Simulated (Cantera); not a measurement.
An adiabatic, constant-pressure homogeneous reactor starts with H2 : O2 : N2 = 1 : 0.5 : 1.88 (molar parts), equivalence ratio 1.0, at 1100 K and 0.370 bar. Integrator tolerance rtol = 1e-08.

Detailed kinetics in Cantera: GRI-Mech 3.0 (53 species, 325 reactions).

What does this change do: initial temperature 1100 to 1523 K?


```tsv
quantity	before	after
time of steepest temperature rise	0.213 ms	32.2 µs
temperature at 0.300 s	2645 K	2763 K
equilibrium temperature	2645 K	2763 K
x(H2) at 0.300 s	0.0437 (gas-phase equilibrium 0.0437)	0.0563 (gas-phase equilibrium 0.0563)
x(O2) at 0.300 s	0.0138 (gas-phase equilibrium 0.0138)	0.0175 (gas-phase equilibrium 0.0175)
x(H) at 0.300 s	0.0159 (gas-phase equilibrium 0.0159)	0.0282 (gas-phase equilibrium 0.0282)
x(N2O) at 0.300 s	2.01e-7 (gas-phase equilibrium 2.01e-7)	2.65e-7 (gas-phase equilibrium 2.65e-7)
x(O) at 0.300 s	0.00554 (gas-phase equilibrium 0.00554)	0.0103 (gas-phase equilibrium 0.0103)
x(NO) at 0.300 s	0.00669 (gas-phase equilibrium 0.00669)	0.00889 (gas-phase equilibrium 0.00889)
x(HO2) at 0.300 s	3.39e-6 (gas-phase equilibrium 3.39e-6)	4.97e-6 (gas-phase equilibrium 4.97e-6)
```
